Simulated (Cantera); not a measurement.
A perfectly stirred reactor is fed with 6.28 % C₃H₈, 19.6 % O₂, 74.1 % N₂, equivalence ratio 1.6, at 1400000 Pa; it is adiabatic with a 775 K inlet, and is followed from long to short residence time, starting on the burning branch (τ in s: 0.05, 0.028, 0.016, 0.009, 0.0051, 0.0029, 0.0016, 0.00092, 0.00052, 0.00029, 0.00017, 9.4e-05, 5.3e-05).

Computed with Cantera and GRI-Mech 3.0 (53 species, 325 reactions). GRI-Mech 3.0 was tuned for natural gas; its chemistry of propane as a main component is partial and can be far from experiment. The pressure lies above the range GRI-Mech 3.0 was tuned for (to about 10 atm).

One state of this run: T (K) = 2256; x C₃H₈ = 9.41e-7; x O₂ = 0.000160; x C₂H = 2.82e-7; x CH₃ = 0.000108; x OH = 0.000196; x H = 0.000718; x CH₂ = 1.50e-6. x: mole fraction; the columns are a selection and need not sum to one.

Q: Which value of τ (s) does it belong to?
A) 5.3e-5
B) 9.4e-5
C) 0.0016
D) 0.0051

A: D, 0.0051
